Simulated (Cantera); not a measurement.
Mixture: CH₄ : CO : O₂ : N₂ = 1 : 0.059 : 1.07 : 4.02 (molar parts), equivalence ratio 1.9, at 72000 Pa, adiabatic and at constant volume. Ignition delay is the time to a rise of 400 K.

Detailed kinetics in Cantera: GRI-Mech 3.0 (53 species, 325 reactions).

What does this change do: constant pressure in place of constant volume?


| quantity | before | after |
|---|---|---|
| delay at 1150 K | 0.187 s | 0.199 s |
| delay at 1225 K | 60.0 ms | 64.4 ms |
| delay at 1300 K | 21.0 ms | 22.6 ms |
| delay at 1375 K | 7.93 ms | 8.56 ms |
| delay at 1450 K | 3.24 ms | 3.49 ms |
| delay at 1525 K | 1.44 ms | 1.55 ms |
| apparent activation energy between 1375 and 1525 K | 200 kJ/mol | 200 kJ/mol |

What does this change do: 0.29 parts H2O added?


| quantity | before | after |
|---|---|---|
| delay at 1150 K | 0.187 s | 0.209 s |
| delay at 1225 K | 60.0 ms | 68.2 ms |
| delay at 1300 K | 21.0 ms | 24.1 ms |
| delay at 1375 K | 7.93 ms | 9.08 ms |
| delay at 1450 K | 3.24 ms | 3.67 ms |
| delay at 1525 K | 1.44 ms | 1.60 ms |
| apparent activation energy between 1375 and 1525 K | 200 kJ/mol | 200 kJ/mol |
